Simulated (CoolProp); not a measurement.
CH3F (R41) at 298.15 K and 18.5 MPa is throttled through a valve to 0.727 MPa with no heat exchange. Each further row changes one setting.

Values from CoolProp's reference Helmholtz-energy equation of state, Lemmon 2006. It is a short technical equation, of lower accuracy than the large ones.

```csv
case,temperature change (K),final phase,final density (kg/m³)
as stated,-58.5,"two-phase, vapour fraction 0.323",43.3
outlet pressure 0.218 MPa,-88.2,"two-phase, vapour fraction 0.425",10.7
outlet pressure 0.945 MPa,-50.8,"two-phase, vapour fraction 0.292",61.0
```
